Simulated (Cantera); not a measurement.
Input: 1 mol SiCl₄, 0.54 mol HCl, 9.6 mol H₂, held at 2152 °C and 13.3 mbar.

Equilibrium computed with Cantera from the NASA thermochemical tables; the gas is ideal and each condensed phase is pure. Candidate condensed phases: Si; 19 gas species. The tables' values for SiCl, SiCl₃ are old estimates; treat these amounts as uncertain. Gases not in the tables: Si₂H₆ and higher silanes. Equilibrium is a limit: real reactors are often held back by kinetics, nucleation or transport.

Base state: H₂ 0.546, HCl 0.233, H 0.114, Si 0.0362, Cl 0.0347, SiCl₂ 0.0282, SiCl 0.00719, SiH 0.000916 (mole fractions); condensed: gas only.

Task: What changes in the equilibrium state with this change: temperature from 2152 °C to 1277 °C?

Result: 
```tsv
species	before	after
H₂	0.546	0.713
HCl	0.233	0.204
SiCl₂	0.0282	0.0778
H	0.114	0.000230
Si	0.0362	9.92e-7
Cl	0.0347	5.27e-5
Si₂	0.000156	<1e-9
SiCl₄	1.15e-7	0.000564
SiH	0.000916	2.54e-7
SiHCl₃	2.11e-7	0.000242
SiCl	0.00719	1.34e-5
```
The tables' values for SiCl₃, SiCl are old estimates; treat these amounts as uncertain.

Task: What changes in the equilibrium state with this change: SiCl₄ replaced by CH₃SiH₃?

Result: 
```csv
species,before,after
H₂,0.546,0.768
H,0.114,0.136
Si,0.0362,0.0399
HCl,0.233,0.0305
Cl,0.0347,0.00384
SiCl₂,0.0282,0.000380
SiC₂,0,0.00827
C₂H₂ (acetylene),0,0.00600
Si₂C,0,0.00467
"C(graphite), mol",0,0.405
"SiC(s), mol",0,0.0929
```
The feed counts by its element totals alone. The tables' values for SiCl are old estimates; treat these amounts as uncertain. Further candidate phases: C, C₆H₆, C₇H₈, C₈H₁₈, SiC.
